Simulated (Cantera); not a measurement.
Input: 1 mol SiC, 0.11 mol H2O, 840 mol N2, 0.054 mol O2, held at 1900 K and 0.000160 bar.

Equilibrium computed with Cantera from the NASA thermochemical tables; the gas is ideal and each condensed phase is pure. Candidate condensed phases: C, C6H6, C7H8, C8H18, H2O, Si, SiC, SiO2, Si2N2O, Si3N4; 151 gas species. Kinetics and transport are ignored.

Base state: N2 0.998, Si 0.00114, CO 0.000258, H 0.000206, HCN 3.20e-5, SiC2 2.88e-5, CN 1.13e-5, H2 1.08e-5 (mole fractions); condensed: C(graphite).

Problem. What changes in the equilibrium state with this change: N2 from 840 to 30 mol?

Solution. 
| species | before | after |
|---|---|---|
| N2 | 0.998 | 0.981 |
| CO | 0.000258 | 0.00687 |
| Si | 0.00114 | 0.00668 |
| SiO | 7.33e-7 | 0.000261 |
| H2 | 1.08e-5 | 0.00207 |
| C(graphite), mol | 0.689 | 0 |
| SiC(s), mol | 0 | 0.778 |
The tables' values for SiN are old estimates; treat these amounts as uncertain.
